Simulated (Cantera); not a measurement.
A freely propagating, adiabatic, planar premixed flame of CO : H2 : CH4 : O2 : N2 = 1 : 0.099 : 0.13 : 0.736 : 3.02 (molar parts), unburnt at 498 K and 500000 Pa; mixture-averaged transport, grid criteria slope 0.08 and curve 0.16, no radiation.

Computed with Cantera and GRI-Mech 3.0 (53 species, 325 reactions). Burning velocities carry a grid error of a few per cent, more on coarse grids.

x: mole fraction of selected species; z is measured from the peak of heat release.

```
z (mm)   T (K)  u (m/s)    x CO     x H2     x CH4    x HCO     x CO2    x NO2
-------  -----  -------  ------  -------  --------  -------  --------  -------
-0.274     498    0.926   0.201   0.0197    0.0261    <1e-8   3.02e-8    <1e-8
-0.183     498    0.926   0.201   0.0194    0.0261    <1e-8   1.35e-6    <1e-8
-0.137     500    0.928   0.201   0.0189    0.0261    <1e-8   9.00e-6    <1e-8
-0.0914    511    0.948   0.201   0.0176    0.0259    <1e-8  0.000125  1.53e-8
-0.0457      …     1.27   0.196   0.0145    0.0226  1.53e-8   0.00476  2.20e-7
-0.0229      …     1.96   0.183   0.0121    0.0147  2.38e-6    0.0231  7.57e-8
0            …     2.76   0.159  0.00907   0.00366  1.88e-5    0.0621  1.69e-8
0.0229    1772     3.17   0.126  0.00604  0.000193  5.24e-6     0.105  1.78e-8
0.0457    1907     3.37   0.102  0.00535   4.78e-6  9.09e-7     0.134  2.21e-8
0.0914    2057     3.58  0.0803  0.00534     <1e-8  4.17e-7     0.160  2.89e-8
0.183     2192     3.79  0.0679  0.00467     <1e-8  1.93e-7     0.175  4.01e-8
0.366     2300     3.94  0.0581  0.00377     <1e-8  8.41e-8     0.187  5.46e-8
0.731     2377     4.05  0.0500  0.00310     <1e-8  3.98e-8     0.197  6.88e-8
```

Question: Fill in the missing entries.

Answer: 
- -0.0457, T (K): 685
- -0.0229, T (K): 1064
- 0, T (K): 1518
